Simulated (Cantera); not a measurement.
# Adiabatic ignition

An adiabatic, constant-volume homogeneous reactor starts with 14.4 % CH4, 13.1 % O2, 49.3 % N2, 15.9 % H2O, 7.35 % H2, equivalence ratio 2.5, at 1398 K and 0.987 atm.

Detailed kinetics in Cantera: GRI-Mech 3.0 (53 species, 325 reactions).

| t (s) | T (K) | P (bar) | x CH4 | x O2 | x H2O | x HCN | x H2 |
|---|---|---|---|---|---|---|---|
| 6.00e-6 | 1398 | 1.000 | 0.144 | 0.131 | 0.159 | <1e-12 | 0.0735 |
| 1.40e-5 | 1398 | 1.000 | 0.144 | 0.131 | 0.159 | <1e-12 | 0.0735 |
| 3.27e-5 | 1398 | 1.000 | 0.144 | 0.131 | 0.159 | <1e-12 | 0.0735 |
| 7.63e-5 | 1398 | 1.000 | 0.144 | 0.131 | 0.159 | <1e-12 | 0.0735 |
| 0.000178 | 1399 | 1.00 | 0.144 | 0.131 | 0.159 | <1e-12 | 0.0734 |
| 0.000416 | 1415 | 1.01 | 0.141 | 0.129 | 0.162 | 1.30e-12 | 0.0727 |
| 0.000971 | 1566 | 1.13 | 0.115 | 0.110 | 0.187 | 1.96e-10 | 0.0770 |
| 0.00227 | 2356 | 1.96 | 1.39e-7 | 3.81e-6 | 0.219 | 6.94e-6 | 0.226 |
| 0.00529 | 2355 | 1.95 | 1.29e-10 | 3.90e-6 | 0.219 | 3.01e-7 | 0.226 |
| 0.0124 | 2356 | 1.96 | 1.27e-10 | 3.91e-6 | 0.220 | 2.31e-7 | 0.226 |
| 0.0288 | 2356 | 1.96 | 1.27e-10 | 3.92e-6 | 0.220 | 1.70e-7 | 0.226 |
| 0.0673 | 2356 | 1.96 | 1.27e-10 | 3.92e-6 | 0.220 | 1.43e-7 | 0.226 |
| 0.157 | 2356 | 1.96 | 1.26e-10 | 3.92e-6 | 0.220 | 1.40e-7 | 0.226 |
| 0.367 | 2356 | 1.96 | 1.26e-10 | 3.92e-6 | 0.220 | 1.40e-7 | 0.226 |
| 0.857 | 2356 | 1.96 | 1.26e-10 | 3.92e-6 | 0.220 | 1.40e-7 | 0.226 |
| 2.00 | 2356 | 1.96 | 1.26e-10 | 3.92e-6 | 0.220 | 1.40e-7 | 0.226 |
x: mole fraction; the columns are a selection and need not sum to one.

| Quantity | Value |
|---|---|
| time of steepest temperature rise | 1.11 ms |
| temperature at 2.00 s | 2356 K |
| equilibrium temperature | 2356 K |
| x(CH4) at 2.00 s | 1.26e-10 (gas-phase equilibrium 1.45e-10) |
| x(O2) at 2.00 s | 3.92e-6 (gas-phase equilibrium 3.92e-6) |
| x(H2O) at 2.00 s | 0.220 (gas-phase equilibrium 0.220) |
